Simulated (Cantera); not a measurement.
Mixture: 8.61 % CH4, 0.140 % C2H6, 19.2 % O2, 72.1 % N2, at 0.400 bar, adiabatic and at constant volume. Ignition delay is the time to a rise of 400 K.

Detailed kinetics in Cantera: GRI-Mech 3.0 (53 species, 325 reactions).

Predict: delay at 1025 K; delay at 1125 K; delay at 1225 K; delay at 1325 K; delay at 1425 K; delay at 1525 K; delay at 1625 K; apparent activation energy between 1425 and 1625 K.


```json
{
 "delay at 1025 K": "0.837 s",
 "delay at 1125 K": "0.169 s",
 "delay at 1225 K": "37.5 ms",
 "delay at 1325 K": "9.28 ms",
 "delay at 1425 K": "2.64 ms",
 "delay at 1525 K": "0.913 ms",
 "delay at 1625 K": "0.391 ms",
 "apparent activation energy between 1425 and 1625 K": "180 kJ/mol"
}
```
